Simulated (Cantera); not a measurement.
Mixture: CH₄ : O₂ : N₂ = 1 : 2.6 : 9.77 (molar parts), at 5.00 bar, adiabatic and at constant pressure. Ignition delay is the time to a rise of 400 K.

Cantera simulation using GRI-Mech 3.0 (53 species, 325 reactions); the numbers are that mechanism's predictions, not measurements.

Question: What does this change do: pressure from 5.00 bar to 8.90 bar?

Answer: 
| quantity | before | after |
|---|---|---|
| delay at 1050 K | 72.0 ms | 37.8 ms |
| delay at 1100 K | 34.1 ms | 17.9 ms |
| delay at 1150 K | 17.0 ms | 9.04 ms |
| delay at 1200 K | 8.76 ms | 4.76 ms |
| delay at 1250 K | 4.66 ms | 2.60 ms |
| delay at 1300 K | 2.56 ms | 1.46 ms |
| delay at 1350 K | 1.44 ms | 0.843 ms |
| apparent activation energy between 1250 and 1350 K | 160 kJ/mol | 160 kJ/mol |

Question: What does this change do: CH4 1 to 0.78 parts?

Answer: 
```
quantity                                                before       after
--------------------------------------------------  ----------  ----------
delay at 1050 K                                        72.0 ms     65.0 ms
delay at 1100 K                                        34.1 ms     30.5 ms
delay at 1150 K                                        17.0 ms     15.1 ms
delay at 1200 K                                        8.76 ms     7.78 ms
delay at 1250 K                                        4.66 ms     4.14 ms
delay at 1300 K                                        2.56 ms     2.27 ms
delay at 1350 K                                        1.44 ms     1.29 ms
apparent activation energy between 1250 and 1350 K  160 kJ/mol  160 kJ/mol
```
